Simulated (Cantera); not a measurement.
Feed: 1 mol SiC, 0.1 mol Si, 0.63 mol N2, at 1525 °C and 1050 Torr.

These are equilibrium values from Cantera (NASA tables, ideal gas, pure condensed phases), not measurements of a reactor. Candidate condensed phases: C, Si, SiC, Si3N4; 20 gas species. Mutual solubility and eutectic melting of coexisting phases are not modelled. Equilibrium is a limit: real reactors are often held back by kinetics, nucleation or transport.

Base state: N2 1.00 (mole fractions); condensed: SiC(s) + Si3N4(s).

What changes in the equilibrium state with this change: temperature from 1525 °C to 2450 °C?


```
species         before     after
-------------  -------  --------
N2                1.00     0.976
Si             7.35e-8    0.0157
Si2C             <1e-9   0.00378
SiC2             <1e-9   0.00110
Si2              <1e-9  0.000564
Si2N           2.08e-9   0.00104
Si3              <1e-9   9.01e-5
SiN            3.87e-8   0.00136
SiC(s), mol       1.00     0.996
Si3N4(s), mol   0.0333         0
Si(l), mol           0    0.0852
```
The tables' values for SiN are old estimates; treat these amounts as uncertain.
